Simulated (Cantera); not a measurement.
An isothermal, constant-pressure homogeneous reactor starts with 70.4 % NH₃, 29.6 % N₂, at 1650 K and 1.00 bar.

Computed with Cantera and the gas-phase N/H chemistry of the illustrative SiF4/NH3 mechanism in the Surface Chemkin manual (1991). Walls and surfaces, which speed up NH3 decomposition in real reactors, are not modelled.

x: mole fraction; the columns are a selection and need not sum to one.

```
t (s)          x NH₃        x H₂         x H   x N₂      x N₂H₂         x N
--------  ----------  ----------  ----------  -----  ----------  ----------
4.00e-5        0.704     2.87e-6     1.00e-8  0.296    7.30e-10      <1e-12
0.000113       0.704     8.17e-6     1.02e-8  0.296     7.82e-9    1.46e-12
0.000318       0.704     2.48e-5     1.23e-8  0.296     7.00e-8    1.64e-11
0.000896       0.704    0.000103     2.57e-8  0.296     4.12e-7    7.43e-11
0.00253        0.704    0.000484     6.32e-8  0.296     7.01e-7    2.16e-10
0.00712        0.702     0.00165     1.53e-7  0.296     7.05e-7    5.23e-10
0.0201         0.699     0.00492     4.01e-7  0.296     6.98e-7     1.35e-9
0.0566         0.688      0.0140     1.08e-6  0.298     6.78e-7     3.40e-9
0.159          0.661  (withheld)  (withheld)  0.301     6.26e-7  (withheld)
0.449          0.593      0.0982     7.43e-6  0.309     5.08e-7     1.08e-8
1.27      (withheld)  (withheld)  (withheld)  0.326  (withheld)  (withheld)
3.57           0.265       0.386     3.42e-5  0.348     1.21e-7     1.10e-8
10.1           0.111       0.522     5.24e-5  0.367     2.63e-8     7.04e-9
28.4          0.0378       0.587     6.45e-5  0.376     3.59e-9     3.18e-9
80.0          0.0123       0.609     6.96e-5  0.379    4.14e-10     1.17e-9
```

### Question
What belongs in the gaps?

### Answer

- 0.159, x H₂: 0.0383
- 0.159, x H: 2.88e-6
- 0.159, x N: 7.07e-9
- 1.27, x NH₃: 0.455
- 1.27, x H₂: 0.219
- 1.27, x H: 1.74e-5
- 1.27, x N₂H₂: 3.13e-7
- 1.27, x N: 1.24e-8
